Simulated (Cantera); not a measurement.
What does this Cantera script print?

```python
import numpy as np
import cantera as ct

gas_names = """
    H H2S
""".split()
cond_names = """
    FeS2(s) Fe(a) Fe(c) Fe(d) Fe(L)
""".split()


# ... load() reads the species with a 1 bar reference pressure and builds the phases ...
species = {s.name: s for s in load("nasa_gas.yaml", gas_names) + load("nasa_condensed.yaml", cond_names)}
# Each term lists the table entries of one substance; the one whose range holds T is used.
reactions = {
    'FeS2 + 4 H(g) = Fe + 2 H2S(g)':
        [(-1, ['FeS2(s)']), (-4, ['H']), (1, ['Fe(a)', 'Fe(c)', 'Fe(d)', 'Fe(L)']), (2, ['H2S'])],
}


def pick(names, T):
    return next(species[n] for n in names if species[n].thermo.min_temp <= T <= species[n].thermo.max_temp)


results = []
for label, terms in reactions.items():
    print(label)
    print("     T/K   dH/kJ  dS/(J/K)   dG/kJ   log10 K")
    for T in [573, 623, 673, 723, 773, 823, 873, 923, 973]:
        used = [(nu, pick(names, T)) for nu, names in terms]
        dH = sum(nu * s.thermo.h(T) for nu, s in used) / 1e6
        dS = sum(nu * s.thermo.s(T) for nu, s in used) / 1e3
        dG = dH - T * dS / 1e3
        logK = -dG * 1e6 / (ct.gas_constant * T * np.log(10))
        results.append((label, T, dH, dS, dG, logK, [s.name for _, s in used]))
        print(f"{T:8g} {dH:8.1f} {dS:8.1f} {dG:8.1f} {logK:8.2f}")
```

Result:

```
FeS2 + 4 H(g) = Fe + 2 H2S(g)
     T/K   dH/kJ  dS/(J/K)   dG/kJ   log10 K
     573   -755.6   -106.8   -694.4    63.30
     623   -758.0   -110.8   -689.0    57.77
     673   -760.3   -114.4   -683.4    53.04
     723   -762.5   -117.5   -677.6    48.95
     773   -764.6   -120.3   -671.6    45.38
     823   -766.6   -122.8   -665.5    42.24
     873   -768.4   -124.9   -659.4    39.45
     923   -770.0   -126.8   -653.1    36.96
     973   -771.4   -128.2   -646.7    34.72
```

Standard-state values (1 bar) from the NASA 1993 polynomials, evaluated with Cantera. Condensed species are held in their standard states even where they would react or evaporate.
